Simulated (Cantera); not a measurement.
Input (Python, Cantera):

```python
import numpy as np
import cantera as ct

gas = ct.Solution("gri30.yaml")
gas.TPX = 573, 101325, {'CH4': 1, 'C2H6': 0.13, 'O2': 5.34, 'N2': 20.1}
inlet = ct.Reservoir(gas, clone=True)
gas.equilibrate("HP")  # start burning
reactor = ct.IdealGasConstPressureReactor(gas, energy="on", clone=False)
exhaust = ct.Reservoir(gas, clone=True)
tau = [0.38, 0.11, 0.032, 0.0092, 0.0027, 0.00077, 0.00022, 6.5e-05, 1.9e-05, 5.4e-06][0]
for a, b in ((inlet, reactor), (reactor, exhaust)):
    ct.MassFlowController(a, b, mdot=lambda t: reactor.mass / tau)
net = ct.ReactorNet([reactor])
show = ['CH4', 'C2H6', 'O2', 'H2O', 'CH2CO', 'C2H4']

rows = []
print(f"{'tau/s':>10s}{'T/K':>9s}" + "".join(f"{s:>11s}" for s in show))
for tau in [0.38, 0.11, 0.032, 0.0092, 0.0027, 0.00077, 0.00022, 6.5e-05, 1.9e-05, 5.4e-06]:
    net.initial_time = 0.0
    net.advance(30 * tau)
    before = gas.X
    net.advance(40 * tau)
    drift = np.max(np.abs(gas.X - before) / (gas.X + 1e-9))
    rows.append([gas.T, *gas[show].X, drift])
    print(f"{tau:10.3e}{gas.T:9.1f}" + "".join(f"{x:11.3e}" for x in gas[show].X))
```

Output:

```
     tau/s      T/K        CH4       C2H6         O2        H2O      CH2CO       C2H4
 3.800e-01   1624.8  5.472e-06  1.789e-07  1.082e-01  8.945e-02  3.317e-07  5.891e-07
 1.100e-01   1622.0  1.212e-05  4.109e-07  1.082e-01  8.928e-02  7.399e-07  1.231e-06
 3.200e-02   1616.3  2.666e-05  9.151e-07  1.083e-01  8.900e-02  1.514e-06  2.337e-06
 9.200e-03   1604.5  5.981e-05  2.040e-06  1.086e-01  8.849e-02  2.808e-06  3.971e-06
 2.700e-03   1579.9  1.394e-04  4.657e-06  1.094e-01  8.760e-02  4.697e-06  5.951e-06
 7.700e-04   1524.1  4.012e-04  1.302e-05  1.122e-01  8.584e-02  8.335e-06  9.432e-06
 2.200e-04    573.0  3.764e-02  4.893e-03  2.010e-01 -5.077e-16 -6.633e-19 -5.651e-18
 6.500e-05    573.0  3.764e-02  4.893e-03  2.010e-01 -8.636e-19 -1.128e-21 -9.550e-21
 1.900e-05    573.0  3.764e-02  4.893e-03  2.010e-01 -5.455e-20 -7.127e-23 -5.985e-22
 5.400e-06    573.0  3.764e-02  4.893e-03  2.010e-01 -3.446e-21 -4.502e-24 -3.755e-23
```

Computed with Cantera and GRI-Mech 3.0 (53 species, 325 reactions).
